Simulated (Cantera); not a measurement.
What does this Cantera script print?

```python
import numpy as np
import cantera as ct

gas_names = """
    H2O2 H2 NO N2O NH3
""".split()
cond_names = """
    VN(s) V2O5(s) V2O5(L) V2O3(s) V2O3(L)
""".split()


# ... load() reads the species with a 1 bar reference pressure and builds the phases ...
species = {s.name: s for s in load("nasa_gas.yaml", gas_names) + load("nasa_condensed.yaml", cond_names)}
# Each term lists the table entries of one substance; the one whose range holds T is used.
reactions = {
    '7 H2O2(g) + 4 VN = 7 H2(g) + 2 V2O5 + 4 NO(g)':
        [(-7, ['H2O2']), (-4, ['VN(s)']), (7, ['H2']), (2, ['V2O5(s)', 'V2O5(L)']), (4, ['NO'])],
    '12 H2(g) + 2 VN + 3 N2O(g) = V2O3 + 8 NH3(g)':
        [(-12, ['H2']), (-2, ['VN(s)']), (-3, ['N2O']), (1, ['V2O3(s)', 'V2O3(L)']), (8, ['NH3'])],
}


def pick(names, T):
    return next(species[n] for n in names if species[n].thermo.min_temp <= T <= species[n].thermo.max_temp)


results = []
for label, terms in reactions.items():
    print(label)
    print("     T/K   dH/kJ  dS/(J/K)   dG/kJ   log10 K")
    for T in [1523, 1623, 1723, 1823, 1923]:
        used = [(nu, pick(names, T)) for nu, names in terms]
        dH = sum(nu * s.thermo.h(T) for nu, s in used) / 1e6
        dS = sum(nu * s.thermo.s(T) for nu, s in used) / 1e3
        dG = dH - T * dS / 1e3
        logK = -dG * 1e6 / (ct.gas_constant * T * np.log(10))
        results.append((label, T, dH, dS, dG, logK, [s.name for _, s in used]))
        print(f"{T:8g} {dH:8.1f} {dS:8.1f} {dG:8.1f} {logK:8.2f}")
```

Output:

```
7 H2O2(g) + 4 VN = 7 H2(g) + 2 V2O5 + 4 NO(g)
     T/K   dH/kJ  dS/(J/K)   dG/kJ   log10 K
    1523   -688.8    515.0  -1473.1    50.52
    1623   -686.5    516.5  -1524.7    49.07
    1723   -684.9    517.4  -1576.4    47.79
    1823   -684.0    517.9  -1628.2    46.65
    1923   -683.8    518.1  -1680.0    45.63
12 H2(g) + 2 VN + 3 N2O(g) = V2O3 + 8 NH3(g)
     T/K   dH/kJ  dS/(J/K)   dG/kJ   log10 K
    1523  -1477.8   -804.5   -252.5     8.66
    1623  -1477.7   -804.5   -172.0     5.54
    1723  -1477.0   -804.1    -91.6     2.78
    1823  -1475.7   -803.3    -11.2     0.32
    1923  -1473.8   -802.3     69.1    -1.88
```

Source: NASA polynomial tables (part measured, part estimated), evaluated in Cantera. VN: taken at fixed stoichiometry. Condensed species are held in their standard states even where they would react or evaporate.
